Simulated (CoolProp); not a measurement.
A simple Rankine cycle with water: condensing at 307.15 K, boiler at 1.38 MPa, turbine inlet 472.7 K, turbine efficiency 0.8, pump efficiency 0.8, no recuperator. Each further row changes one setting.

Computed with CoolProp (reference Helmholtz-energy equation of state, Wagner 2002).

```
case                             thermal efficiency (%)  net work (kJ/kg)  heat in (kJ/kg)  turbine exit temperature (K)  volume ratio over the turbine
-------------------------------  ----------------------  ----------------  ---------------  ----------------------------  -----------------------------
as stated                                          24.4               649             2660                         307.1                            152
turbine inlet 492.7 K                               [?]               665             2710                         307.1                            146
condensing temperature 299.15 K                     [?]               688             2690                         299.2                            232
boiler pressure 0.966 MPa                          23.1               [?]             2690                         307.1                            106
turbine efficiency 0.7                             21.4               568             2660                         307.1                            158
```

Task: What belongs in the gaps?

Result: 
- turbine inlet 492.7 K, thermal efficiency (%): 24.5
- condensing temperature 299.15 K, thermal efficiency (%): 25.6
- boiler pressure 0.966 MPa, net work (kJ/kg): 620

The expansion ends wet for: as stated; turbine inlet 492.7 K; condensing temperature 299.15 K; boiler pressure 0.966 MPa; turbine efficiency 0.7.
